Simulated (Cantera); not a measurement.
## Thermodynamics of roasting and sulfation, feed FeS + O2 + CO2

Charge: 1 mol FeS, 0.81 mol O2, 4.1 mol CO2, at 1 atm.

Cantera equilibrium calculation (NASA polynomials, part measured and part estimated; ideal gas, pure solids and liquids). Candidate condensed phases: C, Fe, Fe(CO)5, FeO, FeS, FeSO4, FeS2, Fe2O3, Fe2(SO4)3, Fe3O4, S; 25 gas species. Metal and sulfide melt together well below either melting point, which pure phases cannot show. Mutual solubility and eutectic melting of coexisting phases are not modelled. The tables' stoichiometric FeO is somewhat more stable than real wüstite, so its field is too wide. FeO, FeS: taken at fixed stoichiometry. Gases not in the tables: S3 to S7. The numbers say what is thermodynamically allowed, not how fast it happens.

From 900 K to 1300 K the condensed part is FeS(s) + Fe3O4(s). At 1400 K the condensed part is FeO(s) + FeS(s). At 1500 K the condensed part is FeO(s) + FeS(l). At 1600 K the condensed part is FeO(s). From 1700 K to 1900 K the condensed part is FeO(l).

```tsv
T (K)	log p CO2	log p CO	log p SO2	log p S2	n FeS(s)	n Fe3O4(s)	n FeO(s)	n FeS(l)	n FeO(l)
900	-0.04	-3.48	-0.98	-2.62	0.499	0.167	0	0	0
1000	-0.04	-2.83	-0.98	-2.40	0.487	0.171	0	0	0
1100	-0.05	-2.30	-0.99	-2.21	0.470	0.177	0	0	0
1200	-0.05	-1.87	-0.99	-2.05	0.441	0.186	0	0	0
1300	-0.06	-1.51	-0.98	-1.92	0.397	0.201	0	0	0
1400	-0.09	-1.23	-0.92	-1.70	0.228	0	0.772	0	0
1500	-0.13	-0.97	-0.90	-1.50	0	0	0.931	0.0693	0
1600	-0.16	-0.82	-0.86	-1.53	0	0	1.00	0	0
1700	-0.19	-0.73	-0.81	-1.70	0	0	0	0	1.000
1800	-0.22	-0.66	-0.77	-1.92	0	0	0	0	1.000
1900	-0.24	-0.62	-0.75	-2.23	0	0	0	0	1.000
```
log p: log10 of the partial pressure in bar; n: condensed amount in mol.
